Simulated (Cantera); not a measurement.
Charge: 1 mol Fe2O3, 0.97 mol Cl2, 0.33 mol N2, at 1225 K and 1 atm.

These are equilibrium values from Cantera (NASA tables, ideal gas, pure condensed phases), not measurements of a reactor. Candidate condensed phases: Fe, FeCl2, FeCl3, FeO, Fe2O3, Fe3O4; 19 gas species. Rates play no part.

Base state: Cl2 0.485, N2 0.243, FeCl3 0.142, O2 0.116, FeCl2 0.00825, Cl 0.00422, Fe2Cl6 0.00206, NO 9.72e-5 (mole fractions); condensed: Fe2O3(s).

What changes in the equilibrium state with this change: Fe2O3 replaced by Al2O3?


```
species         before     after
-------------  -------  --------
Cl2              0.485     0.740
N2               0.243     0.253
Cl             0.00422   0.00522
FeCl3            0.142         0
O2               0.116  0.000610
AlCl3                0  0.000821
FeCl2          0.00825         0
Fe2Cl6         0.00206         0
Fe2O3(s), mol    0.895         0
Al2O3(s), mol        0     0.999
```
Further candidate phases: Al, AlCl3, AlN, Al2O3.

What changes in the equilibrium state with this change: pressure from 1 atm to 3.10 bar?


```
species         before    after
-------------  -------  -------
Cl2              0.485    0.513
N2               0.243    0.245
FeCl3            0.142    0.126
O2               0.116    0.105
Fe2Cl6         0.00206  0.00495
FeCl2          0.00825  0.00406
Fe2O3(s), mol    0.895    0.906
```
